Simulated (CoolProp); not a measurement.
A simple Rankine cycle with water: condensing at 312.15 K, boiler at 11.5 MPa, turbine inlet 609.7 K, turbine efficiency 0.85, pump efficiency 0.7, no recuperator. Each further row changes one setting.

Computed with CoolProp (reference Helmholtz-energy equation of state, Wagner 2002).

```json
[
 {"case": "as stated", "thermal efficiency (%)": "32.9", "net work (kJ/kg)": "861", "heat in (kJ/kg)": "2620", "turbine exit temperature (K)": "312.1", "volume ratio over the turbine": "880"},
 {"case": "turbine inlet 629.7 K", "thermal efficiency (%)": "?", "net work (kJ/kg)": "903", "heat in (kJ/kg)": "2720", "turbine exit temperature (K)": "312.1", "volume ratio over the turbine": "816"},
 {"case": "condensing temperature 304.15 K", "thermal efficiency (%)": "33.8", "net work (kJ/kg)": "896", "heat in (kJ/kg)": "2650", "turbine exit temperature (K)": "304.1", "volume ratio over the turbine": "1320"},
 {"case": "boiler pressure 8.05 MPa", "thermal efficiency (%)": "?", "net work (kJ/kg)": "891", "heat in (kJ/kg)": "?", "turbine exit temperature (K)": "312.1", "volume ratio over the turbine": "?"},
 {"case": "turbine efficiency 0.75", "thermal efficiency (%)": "28.9", "net work (kJ/kg)": "758", "heat in (kJ/kg)": "2620", "turbine exit temperature (K)": "312.1", "volume ratio over the turbine": "932"}
]
```

### Question
Complete the blanks.

### Answer

- turbine inlet 629.7 K, thermal efficiency (%): 33.2
- boiler pressure 8.05 MPa, thermal efficiency (%): 32.2
- boiler pressure 8.05 MPa, heat in (kJ/kg): 2770
- boiler pressure 8.05 MPa, volume ratio over the turbine: 562

The expansion ends wet for: as stated; turbine inlet 629.7 K; condensing temperature 304.15 K; boiler pressure 8.05 MPa; turbine efficiency 0.75.
